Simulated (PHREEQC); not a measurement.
A solution holds 0.22 mol LiCl, 5.1e-05 mol Na2B4O7 and 5e-07 mol H4SiO4 per kg of water, at 25 °C. Closed to the air; pH follows from the charge balance.

Computed with PHREEQC (ion-association model, phreeqc.dat).

Precipitation was switched off in this run.

### Question
Estimate the pH, activity of water.

### Answer
pH 8.97; activity of water 0.993.

### Question
In which forms is B present?

### Answer
H3BO3 57 %, H2BO3- 43 % of the B.

Species that the database lacks are ignored.
